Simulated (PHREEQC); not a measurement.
## Copper plating or etch bath: an equilibrium model

Solution (70 °C): 31 mmol/kgw CuCl2, 38 mmol/kgw Ca(NO3)2 and 7.2 mmol/kgw NaCl. Closed to the air; pH follows from the charge balance.

The numbers come from PHREEQC with the ion-association model, wateq4f.dat.

Precipitation was switched off in this run.

Q: What pH, ionic strength does the model give?

A: pH 4.08; ionic strength 0.198 mol/kgw.

Q: In which forms is Cu present?

A: Cu+2 74 %, CuCl+ 25 %, CuCl2 0.6 % of the Cu.

The solution is supersaturated, for example in Atacamite, so a real one may precipitate; this is no full list. Complexes and solids missing from the database can't appear. At this temperature some constants are extrapolated from 25 °C, and those without enthalpy data are left unchanged.
